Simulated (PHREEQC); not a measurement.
A solution holds 0.079 mol CuCl2, 0.26 mol H2SO4 and 0.00087 mol FeCl3 per kg of water, at 25 °C. Closed to the air; pH follows from the charge balance.

Equilibrium calculation in PHREEQC: ion-association model, phreeqc.dat.

Question: The ionic strength comes out as 0.520 mol/kgw. What activity coefficients do HSO4-, Fe(SO4)2-, Cl-, FeSO4+, H+ get?

Answer: HSO4- 0.73, Fe(SO4)2- 0.73, Cl- 0.65, FeSO4+ 0.68, H+ 0.76.

Precipitation was switched off in this run.
